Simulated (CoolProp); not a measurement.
Vapour-liquid equilibrium of n-octane (1) + m-xylene (2) at 287.2 K; x and y are mole fractions of (1).

Computed with CoolProp (multi-fluid Helmholtz-energy mixture model, Beckmüller 2019 and Zhou 2012; pair parameters Bell 2016).

```tsv
x	bubble pressure, mixture model (MPa)	bubble pressure, Raoult's law (MPa)	y, mixture model	y, Raoult's law
0.05	?	0.0005964	0.093	0.082
0.2	0.0006794	0.0006573	?	0.299
0.35	0.0007471	0.0007182	0.490	0.479
0.5	0.0008083	0.0007791	0.630	0.630
0.65	0.0008646	0.0008400	0.752	0.760
0.8	0.0009170	0.0009010	?	0.872
0.95	?	0.0009619	?	0.970
```

Problem. Some entries are withheld; supply them.

Solution. 
- 0.05, bubble pressure, mixture model (MPa): 0.0006035
- 0.2, y, mixture model: 0.318
- 0.8, y, mixture model: 0.862
- 0.95, bubble pressure, mixture model (MPa): 0.0009663
- 0.95, y, mixture model: 0.966

The largest gap from Raoult's law is +4.0 % in bubble pressure, at x = 0.35. No azeotrope shows between x = 0.05 and 0.95.

Pair parameters are fitted to limited data, so mixtures are less certain than the pure fluids.
